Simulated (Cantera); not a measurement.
Premixed flame

A freely propagating, adiabatic, planar premixed flame of 10.5 % CH4, 0.400 % C2H6, 18.7 % O2, 70.3 % N2, equivalence ratio 1.2, unburnt at 623 K and 100000 Pa; mixture-averaged transport, grid criteria slope 0.08 and curve 0.16, no radiation.

Cantera simulation using GRI-Mech 3.0 (53 species, 325 reactions); the numbers are that mechanism's predictions, not measurements. Burning velocities carry a grid error of a few per cent, more on coarse grids.

```
z (mm)   T (K)  u (m/s)    x CH4    x C2H6     x O2   x H2O2     x CH3       x O
-------  -----  -------  -------  --------  -------  -------  --------  --------
-0.979     623     1.32    0.105   0.00399    0.187    <1e-8   3.04e-8     <1e-8
-0.653     625     1.33    0.105   0.00398    0.186  1.27e-7   3.64e-7     <1e-8
-0.489     634     1.35    0.103   0.00397    0.185  6.97e-7   2.00e-6     <1e-8
-0.326     701     1.51   0.0981   0.00392    0.179  4.30e-6   2.28e-5   1.80e-7
-0.163    1108     2.43   0.0697   0.00362    0.144  1.20e-5  0.000784   1.64e-5
-0.0816   1516     3.38   0.0387   0.00197    0.101  6.33e-6   0.00344  0.000136
0         1888     4.25   0.0104  0.000169   0.0523  1.65e-6   0.00381  0.000664
0.0816    2060     4.65  0.00110   1.52e-6   0.0229  3.49e-7  0.000841   0.00167
0.163     2106     4.74  6.62e-5     <1e-8   0.0118  1.67e-7   6.72e-5   0.00236
0.326     2137     4.79  1.99e-7     <1e-8  0.00663  1.38e-7   2.41e-7   0.00243
0.653     2173     4.85    <1e-8     <1e-8  0.00507  1.16e-7     <1e-8   0.00202
1.31      2219     4.94    <1e-8     <1e-8  0.00381  9.16e-8     <1e-8   0.00146
2.61      2269     5.04    <1e-8     <1e-8  0.00250  6.76e-8     <1e-8  0.000902
```
x: mole fraction of selected species; z is measured from the peak of heat release.

```json
{
  "laminar_burning_velocity": "132 cm/s",
  "thermal_thickness": "0.326 mm",
  "peak x(H2O2)": "1.20e-5",
  "peak x(CH3)": "0.00450",
  "peak x(O)": "0.00250",
  "grid_points": "150"
}
```
